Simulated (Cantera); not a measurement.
A Cantera script and its output.

```python
import numpy as np
import cantera as ct

gas = ct.Solution("gri30.yaml")
gas.TPX = 573, 13332, {'CH3OH': 1, 'O2': 1.15, 'N2': 4.34}
flame = ct.FreeFlame(gas, width=0.16)
flame.set_refine_criteria(ratio=3, slope=0.08, curve=0.16)
flame.transport_model = "mixture-averaged"
flame.solve(loglevel=0, auto=True)
z, T = flame.grid, flame.T
thick = (T[-1] - T[0]) / np.gradient(T, z).max()
show = ['CH3OH', 'O2', 'H', 'NO2', 'CO2', 'OH']
print(f"laminar burning velocity  {flame.velocity[0] * 100:.3f} cm/s")
print(f"burnt temperature         {T[-1]:.1f} K")
print(f"thermal thickness         {thick * 1e3:.4f} mm")
print(f"grid points               {len(z)}")
z0 = z[flame.heat_release_rate.argmax()]
print(f"{'z/mm':>9s}{'T/K':>9s}{'u/(m/s)':>9s}" + "".join(f"{s:>11s}" for s in show))
rows = []
for k in (-3, -2, -1.5, -1, -0.5, -0.25, 0, 0.25, 0.5, 1, 2, 4, 8):
    zz = z0 + k * thick
    rows.append([k * thick, np.interp(zz, z, T), np.interp(zz, z, flame.velocity),
                 *(np.interp(zz, z, flame.X[gas.species_index(s)]) for s in show)])
    print(f"{rows[-1][0] * 1e3:9.3f}{rows[-1][1]:9.1f}{rows[-1][2]:9.3f}" + "".join(f"{x:11.3e}" for x in rows[-1][3:]))
```

It prints:

```
laminar burning velocity  171.349 cm/s
burnt temperature         2238.7 K
thermal thickness         1.4654 mm
grid points               155
     z/mm      T/K  u/(m/s)      CH3OH         O2          H        NO2        CO2         OH
   -4.396    573.2    1.720  1.535e-01  1.765e-01  1.600e-13  3.998e-11  2.966e-07  1.587e-15
   -2.931    575.6    1.738  1.525e-01  1.752e-01  2.884e-11  5.122e-10  4.345e-06  2.234e-13
   -2.198    585.1    1.780  1.510e-01  1.732e-01  8.870e-10  2.838e-09  2.747e-05  1.613e-11
   -1.465    648.3    2.007  1.448e-01  1.659e-01  5.006e-08  2.209e-08  2.768e-04  4.250e-09
   -0.733    988.3    3.198  1.090e-01  1.341e-01  1.104e-05  1.111e-07  2.861e-03  4.176e-06
   -0.366   1357.7    4.569  6.002e-02  9.849e-02  2.775e-04  1.034e-07  7.463e-03  1.873e-04
    0.000   1721.8    6.024  1.098e-02  6.248e-02  3.255e-03  2.168e-08  1.550e-02  1.861e-03
    0.366   1854.3    6.560  3.302e-04  3.917e-02  1.071e-02  6.631e-10  2.547e-02  4.845e-03
    0.733   1882.3    6.653  2.361e-06  2.437e-02  1.693e-02  3.343e-11  3.563e-02  7.543e-03
    1.465   1905.8    6.704  4.466e-10  1.275e-02  2.210e-02  3.310e-11  5.104e-02  9.560e-03
    2.931   1926.9    6.740  2.567e-13  8.944e-03  2.367e-02  3.990e-11  6.367e-02  9.908e-03
    5.862   1948.5    6.796  5.883e-17  7.911e-03  2.288e-02  5.458e-11  6.799e-02  9.820e-03
   11.723   1979.6    6.887  4.353e-17  7.126e-03  2.067e-02  8.713e-11  6.863e-02  9.625e-03
```

Model: GRI-Mech 3.0 (53 species, 325 reactions), integrated in Cantera. GRI-Mech 3.0 was tuned for natural gas; its chemistry of methanol as a main component is partial and can be far from experiment. Burning velocities carry a grid error of a few per cent, more on coarse grids.
